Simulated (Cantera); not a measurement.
## Silicon etching in halogen gases: Si + Cl₂

Charge: 1 mol Si, a varied amount of Cl₂, equilibrated at 523.15 K and 1.00 bar.

These are equilibrium values from Cantera (NASA tables, ideal gas, pure condensed phases), not measurements of a reactor. Candidate condensed phases: Si; 9 gas species. Equilibrium is a limit: real reactors are often held back by kinetics, nucleation or transport.

| n(Cl₂) (mol) | x SiCl₄ | x Cl₂ | x SiCl₃ | n Si(s) |
|---|---|---|---|---|
| 1 | 1.00 | <1e-12 | 5.49e-8 | 0.500 |
| 1.2 | 1.00 | <1e-12 | 5.49e-8 | 0.400 |
| 1.4 | 1.00 | <1e-12 | 5.49e-8 | 0.300 |
| 1.7 | 1.00 | <1e-12 | 5.49e-8 | 0.150 |
| 2 | 1.00 | <1e-12 | <1e-12 | 0 |
| 2.3 | 0.769 | 0.231 | <1e-12 | 0 |
| 2.7 | 0.588 | 0.412 | <1e-12 | 0 |
| 3.2 | 0.455 | 0.545 | <1e-12 | 0 |
| 3.8 | 0.357 | 0.643 | <1e-12 | 0 |
| 4.5 | 0.286 | 0.714 | <1e-12 | 0 |
| 5.3 | 0.233 | 0.767 | <1e-12 | 0 |
| 6.2 | 0.192 | 0.808 | <1e-12 | 0 |
x: gas mole fraction; n: condensed amount in mol.

From 1 mol Cl₂ to 1.7 mol Cl₂ the condensed part is Si(s). From 2 mol Cl₂ to 6.2 mol Cl₂ nothing is condensed. The main Si-bearing gas is SiCl₄ throughout.
